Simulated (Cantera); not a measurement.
Cantera run:

```python
import numpy as np
import cantera as ct

gas_names = [...]  # 110 gases of nasa_gas.yaml made of C, H, O
cond_names = """
    C(gr) C6H6(L) C7H8(L) C8H18(L),n-octa H2O(s) H2O(L)
""".split()


# ... load() reads the species with a 1 bar reference pressure and builds the phases ...
atoms = {
    'CO2': {'C': 1, 'O': 2},
    'O2': {'O': 2},
    'H2': {'H': 2},
}
top_T = {'C(gr)': 4500}  # K; cautious upper limits of use, not melting points


# ... equilibrate(T, P, feed) seeds the gas with the atoms and calls Mixture.equilibrate('TP', solver="vcs", rtol=1e-11, max_steps=5000) ...
results = []
T = 1123  # K
P = 100000  # Pa
for m in [0.077, 0.13, 0.22, 0.36, 0.6, 1, 1.7]:
    feed = {'CO2': 1, 'O2': m, 'H2': 0.92}  # mol
    mix = equilibrate(T, P, feed)
    results.append((T, P, feed, dict(zip(mix.species_names, mix.species_moles))))
    x = sorted(zip(gas.X, gas.species_names), reverse=True)
    print(f"T = {T:g} K  P = {P:g} Pa  n(O2) = {m:g} mol  gas = {mix.phase_moles(0):.4g} mol")
    print("   x: " + "  ".join(f"{s} {v:.3e}" for v, s in x if v > 0.001))
    print("   condensed (mol): " + ("  ".join(f"{mix.phase(i).name} {mix.phase_moles(i):.4g}"
          for i in range(1, mix.n_phases) if mix.phase_moles(i) > 1e-12) or "none"))
```

It prints:

```
T = 1123 K  P = 100000 Pa  n(O2) = 0.077 mol  gas = 1.92 mol
   x: CO2 3.077e-01  H2O 2.933e-01  CO 2.131e-01  H2 1.858e-01
   condensed (mol): none
T = 1123 K  P = 100000 Pa  n(O2) = 0.13 mol  gas = 1.92 mol
   x: CO2 3.368e-01  H2O 3.195e-01  CO 1.840e-01  H2 1.597e-01
   condensed (mol): none
T = 1123 K  P = 100000 Pa  n(O2) = 0.22 mol  gas = 1.92 mol
   x: CO2 3.865e-01  H2O 3.635e-01  CO 1.344e-01  H2 1.156e-01
   condensed (mol): none
T = 1123 K  P = 100000 Pa  n(O2) = 0.36 mol  gas = 1.92 mol
   x: CO2 4.645e-01  H2O 4.313e-01  CO 5.632e-02  H2 4.785e-02
   condensed (mol): none
T = 1123 K  P = 100000 Pa  n(O2) = 0.6 mol  gas = 2.06 mol
   x: CO2 4.854e-01  H2O 4.466e-01  O2 6.796e-02
   condensed (mol): none
T = 1123 K  P = 100000 Pa  n(O2) = 1 mol  gas = 2.46 mol
   x: CO2 4.065e-01  H2O 3.740e-01  O2 2.195e-01
   condensed (mol): none
T = 1123 K  P = 100000 Pa  n(O2) = 1.7 mol  gas = 3.16 mol
   x: O2 3.924e-01  CO2 3.165e-01  H2O 2.911e-01
   condensed (mol): none
```

Cantera equilibrium calculation (NASA polynomials, part measured and part estimated; ideal gas, pure solids and liquids).
